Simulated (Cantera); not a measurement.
Input: 1 mol SiO2, 4.7 mol Cl2, 0.52 mol O2, at 1177 °C.

These are equilibrium values from Cantera (NASA tables, ideal gas, pure condensed phases), not measurements of a reactor. Candidate condensed phases: Si, SiO2; 15 gas species. The tables hold silica as quartz up to 1696 K and as liquid above; real silica turns to tridymite and cristobalite and melts near 1996 K. Rates play no part.

At 13.0 mbar, list the 4 most abundant gas species with their mole fractions, and the condensed phases.

Cl2 0.628, Cl 0.287, O2 0.0852, ClO 0.000251. Condensed: SiO2(β-quartz).
